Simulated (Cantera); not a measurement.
Feed: 1 mol n-butane, 0.27 mol NH₃, held at 2177 °C and 16.0 Pa.

Method: chemical equilibrium by Gibbs-energy minimisation in Cantera with the NASA 1993 tables (ideal gas, pure condensed phases). Candidate condensed phases: C, C₆H₆, C₇H₈, C₈H₁₈; 92 gas species. Equilibrium is a limit: real reactors are often held back by kinetics, nucleation or transport.

Base state: H 0.753, H₂ 0.225, N₂ 0.0130, HCN 0.00336, C₂H₂ (acetylene) 0.00196, C₃ 0.00140, CN 0.000607, C 0.000516 (mole fractions); condensed: C(graphite).

What changes in the equilibrium state with this change: pressure from 16.0 Pa to 101000 Pa?


```csv
species,before,after
H₂,0.225,0.943
N₂,0.0130,0.0194
H,0.753,0.0194
CH₄,1.32e-9,0.000147
C₂,0.000128,2.02e-8
C₃,0.00140,2.22e-7
"C(graphite), mol",3.87,3.85
```

What changes in the equilibrium state with this change: pressure from 16.0 Pa to 120 Pa?


```csv
species,before,after
H₂,0.225,0.544
H,0.753,0.428
N₂,0.0130,0.0158
C₂,0.000128,1.71e-5
C,0.000516,6.88e-5
"C(graphite), mol",3.87,3.88
```

What changes in the equilibrium state with this change: temperature from 2177 °C to 1602 °C?


| species | before | after |
|---|---|---|
| H₂ | 0.225 | 0.925 |
| H | 0.753 | 0.0499 |
| N₂ | 0.0130 | 0.0231 |
| C₃ | 0.00140 | 6.45e-9 |
| C₂ | 0.000128 | <1e-9 |
| C(graphite), mol | 3.87 | 3.99 |
